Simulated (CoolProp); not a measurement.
Properties of acetone along the isotherm 550 K (Tc = 508.1 K, pc = 46.92 bar, ω = 0.307).

Model: reference Helmholtz-energy equation of state, Lemmon 2006, in CoolProp. It is a short technical equation, of lower accuracy than the large ones.

```csv
p (bar),phase,Z,cp (kJ/(kg K)),cv (kJ/(kg K)),speed of sound (m/s),expansivity (1/kK)
33.5,gas,0.7673,2.459,1.995,236.0,4.317
67,supercritical,0.4597,4.837,2.223,173.8,18.50
101,supercritical,0.3293,3.781,2.140,258.9,8.870
134,supercritical,0.3807,3.189,2.095,353.3,4.925
168,supercritical,0.4442,2.981,2.077,423.2,3.629
201,supercritical,0.5072,2.874,2.067,477.7,2.989
235,supercritical,0.5719,2.804,2.062,525.4,2.577
268,supercritical,0.6340,2.755,2.058,566.2,2.300
302,supercritical,0.6973,2.718,2.056,604.0,2.088
335,supercritical,0.7580,2.690,2.055,637.5,1.928
369,supercritical,0.8198,2.666,2.055,669.4,1.795
402,supercritical,0.8791,2.647,2.055,698.3,1.688
436,supercritical,0.9395,2.631,2.055,726.3,1.594
469,supercritical,0.9975,2.617,2.055,751.9,1.517
```

The peak of cp marks the crossing from liquid-like to gas-like fluid above the critical point.
